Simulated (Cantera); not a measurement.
Input (Python, Cantera) and output of one run.

```python
import numpy as np
import cantera as ct

gas_names = """
    C CH CH2 CH3 CH2OH CH3O CH4 CH3OH CO CO2 COOH C2 C2H CHCO,ketyl C2H2,acetylene C2H2,vinylidene
    CH2CO,ketene C2H3,vinyl CH3CO,acetyl C2H4 C2H4O,ethylen CH3CHO,ethanal CH3COOH (HCOOH)2 C2H5 C2H6
    CH3OCH3 C2H5OH C2O C3 C3H3,propargyl C3H4,allene C3H4,propyne C3H4,cyclo- C3H5,allyl C3H6,propylene
    C3H6,cyclo- C3H6O C3H7,n-propyl C3H7,i-propyl C3H8 C3H8O,1propanol C3H8O,2propanol C3O2 C4 C4H2
    C4H4,1,3-cyclo- C4H6,butadiene C4H6,2-butyne C4H6,cyclo- C4H8,1-butene C4H8,cis2-buten
    C4H8,tr2-butene C4H8,isobutene C4H8,cyclo- (CH3COOH)2 C4H9,n-butyl C4H9,i-butyl C4H9,s-butyl
    C4H9,t-butyl C4H10,isobutane C4H10,n-butane C5 C5H6,1,3cyclo- C5H8,cyclo- C5H10,1-pentene
    C5H10,cyclo- C5H11,pentyl C5H11,t-pentyl C5H12,n-pentane C5H12,i-pentane CH3C(CH3)2CH3 C6H2
    C6H5,phenyl C6H5O,phenoxy C6H6 C6H5OH,phenol C6H10,cyclo- C6H12,1-hexene C6H12,cyclo- C6H13,n-hexyl
    C7H7,benzyl C7H8 C7H8O,cresol C7H14,1-heptene C7H15,n-heptyl C7H16,n-heptane C8H8,styrene
    C8H10,ethylbenz C8H16,1-octene C8H17,n-octyl C8H18,isooctane C8H18,n-octane C9H19,n-nonyl
    C10H8,naphthale C10H21,n-decyl C12H9,o-bipheny C12H10,bipheny Cu CuO Cu2 H HCO HO2 H2
    HCHO,formaldehy HCOOH H2O H2O2 O OH O2 O3
""".split()
cond_names = """
    C(gr) C6H6(L) C7H8(L) C8H18(L),n-octa Cu(cr) Cu(L) CuO(s) CuO2H2(s) Cu2O(s) Cu2O(L) H2O(s) H2O(L)
""".split()


def load(file, names, dense=False):
    # The tables refer to 1 bar. Condensed volumes are neglected.
    table = {s.name: s for s in ct.Species.list_from_file(file)}
    out = []
    for n in names:
        d = dict(table[n].input_data)
        d["thermo"] = dict(d["thermo"], **{"reference-pressure": 1e5})
        if dense:
            d["equation-of-state"] = {"model": "constant-volume", "density": "1e6 g/cm^3"}
        out.append(ct.Species.from_dict(d))
    return out


gas = ct.Solution(thermo="ideal-gas", species=load("nasa_gas.yaml", gas_names))
cond = {s.name: ct.Solution(thermo="fixed-stoichiometry", species=[s], name=s.name)
        for s in load("nasa_condensed.yaml", cond_names, dense=True)}
atoms = {
    'CuO': {'Cu': 1, 'O': 1},
    'CO': {'C': 1, 'O': 1},
    'H2': {'H': 2},
    'C': {'C': 1},
}
top_T = {'C(gr)': 4500, 'CuO(s)': 1390}  # K; cautious upper limits of use, not melting points


def equilibrate(T, P, feed):
    n = {}
    for name, mol in feed.items():
        for a, k in atoms[name].items():
            n[a] = n.get(a, 0.0) + k * mol
    gas.TPX = T, P, n
    mass = sum(n.values()) * gas.mean_molecular_weight
    gas.equilibrate("TP")
    valid = [c for c in cond.values() if c.min_temp <= T <= top_T.get(c.name, c.max_temp)]
    mix = ct.Mixture([(gas, mass / gas.mean_molecular_weight)] + [(c, 0.0) for c in valid])
    mix.T, mix.P = T, P
    mix.equilibrate("TP", solver="vcs", rtol=1e-11, max_steps=5000)
    return mix


results = []
T = 1325  # K
P = 1000  # Pa
for m in [0.41, 0.61, 0.9, 1.3, 2, 2.9, 4.3, 6.3]:
    feed = {'CuO': 1, 'CO': 12, 'H2': 14, 'C': m}  # mol
    mix = equilibrate(T, P, feed)
    results.append((T, P, feed, dict(zip(mix.species_names, mix.species_moles))))
    x = sorted(zip(gas.X, gas.species_names), reverse=True)
    print(f"T = {T:g} K  P = {P:g} Pa  n(C) = {m:g} mol  gas = {mix.phase_moles(0):.4g} mol")
    print("   x: " + "  ".join(f"{s} {v:.3e}" for v, s in x if v > 0.001))
    print("   condensed (mol): " + ("  ".join(f"{mix.phase(i).name} {mix.phase_moles(i):.4g}"
          for i in range(1, mix.n_phases) if mix.phase_moles(i) > 1e-12) or "none"))
```

It prints:

```
T = 1325 K  P = 1000 Pa  n(C) = 0.41 mol  gas = 26.41 mol
   x: H2 5.150e-01  CO 4.626e-01  H2O 1.507e-02  CO2 7.266e-03
   condensed (mol): Cu(cr) 0.9993
T = 1325 K  P = 1000 Pa  n(C) = 0.61 mol  gas = 26.61 mol
   x: H2 5.162e-01  CO 4.691e-01  H2O 9.852e-03  CO2 4.804e-03
   condensed (mol): Cu(cr) 0.9993
T = 1325 K  P = 1000 Pa  n(C) = 0.9 mol  gas = 26.9 mol
   x: H2 5.179e-01  CO 4.783e-01  H2O 2.486e-03  CO2 1.232e-03
   condensed (mol): Cu(cr) 0.9992
T = 1325 K  P = 1000 Pa  n(C) = 1.3 mol  gas = 27 mol
   x: H2 5.185e-01  CO 4.815e-01
   condensed (mol): C(gr) 0.3002  Cu(cr) 0.9992
T = 1325 K  P = 1000 Pa  n(C) = 2 mol  gas = 27 mol
   x: H2 5.185e-01  CO 4.815e-01
   condensed (mol): C(gr) 1  Cu(cr) 0.9992
T = 1325 K  P = 1000 Pa  n(C) = 2.9 mol  gas = 27 mol
   x: H2 5.185e-01  CO 4.815e-01
   condensed (mol): C(gr) 1.9  Cu(cr) 0.9992
T = 1325 K  P = 1000 Pa  n(C) = 4.3 mol  gas = 27 mol
   x: H2 5.185e-01  CO 4.815e-01
   condensed (mol): C(gr) 3.3  Cu(cr) 0.9992
T = 1325 K  P = 1000 Pa  n(C) = 6.3 mol  gas = 27 mol
   x: H2 5.185e-01  CO 4.815e-01
   condensed (mol): C(gr) 5.3  Cu(cr) 0.9992
```

Equilibrium computed with Cantera from the NASA thermochemical tables; the gas is ideal and each condensed phase is pure.
